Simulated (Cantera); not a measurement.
A Cantera script and what it prints.

```python
import numpy as np
import cantera as ct

gas_names = [...]  # 109 gases of nasa_gas.yaml made of C, Cl, H, Si
cond_names = """
    C(gr) C6H6(L) C7H8(L) C8H18(L),n-octa Si(cr) Si(L) SiC(b)
""".split()


# ... load() reads the species with a 1 bar reference pressure and builds the phases ...
atoms = {
    '(CH3)2SiCl2': {'C': 2, 'H': 6, 'Si': 1, 'CL': 2},
    'C3H8': {'C': 3, 'H': 8},
    'H2': {'H': 2},
}
top_T = {'C(gr)': 4500, 'SiC(b)': 3050}  # K; cautious upper limits of use, not melting points


# ... equilibrate(T, P, feed) seeds the gas with the atoms and calls Mixture.equilibrate('TP', solver="vcs", rtol=1e-11, max_steps=5000) ...
results = []
feed = {'(CH3)2SiCl2': 1, 'C3H8': 0.69, 'H2': 180}  # mol
T = 1523.15  # K
P = 1600  # Pa
mix = equilibrate(T, P, feed)
results.append((T, P, feed, dict(zip(mix.species_names, mix.species_moles))))
x = sorted(zip(gas.X, gas.species_names), reverse=True)
print(f"T = {T:g} K  P = {P:g} Pa  gas = {mix.phase_moles(0):.4g} mol")
print("   x: " + "  ".join(f"{s} {v:.3e}" for v, s in x if v > 1e-05))
print("   condensed (mol): " + ("  ".join(f"{mix.phase(i).name} {mix.phase_moles(i):.4g}"
      for i in range(1, mix.n_phases) if mix.phase_moles(i) > 1e-12) or "none"))
```

Result:

```
T = 1523.15 K  P = 1600 Pa  gas = 186.8 mol
   x: H2 9.891e-01  HCL 1.070e-02  H 1.820e-04  CH4 3.602e-05  C2H2,acetylene 1.171e-05
   condensed (mol): C(gr) 3.059  SiC(b) 0.9994
```

These are equilibrium values from Cantera (NASA tables, ideal gas, pure condensed phases), not measurements of a reactor. The feed counts by its element totals alone.
